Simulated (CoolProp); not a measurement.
The fluid at 293.15 K and 1.99 MPa is throttled through a valve to 0.0854 MPa with no heat exchange. The same conditions are run with several fluids, on thermodynamics alone (safety and materials aside).

Computed with CoolProp (reference Helmholtz-energy equation of state of each fluid (CF4 (R14): Platzer 1990; dry air: Lemmon 2000; nitrous oxide: Lemmon 2006; C2F6 (R116): Lemmon 2006; methane: Setzmann 1991)). The equations of Platzer and Polt are older, rougher fits. Blends and air are pseudo-pure fits.

**Question.** Rank CF4 (R14), dry air, nitrous oxide, C2F6 (R116), methane by temperature change (K), highest first.

**Answer.** dry air (-4.4), methane (-8.8), CF4 (R14) (-11.4), C2F6 (R116) (-22.2), nitrous oxide (-24.5)

```csv
fluid,final density (kg/m³)
CF4 (R14),3.22
dry air,1.03
nitrous oxide,1.69
C2F6 (R116),5.30
methane,0.581
```
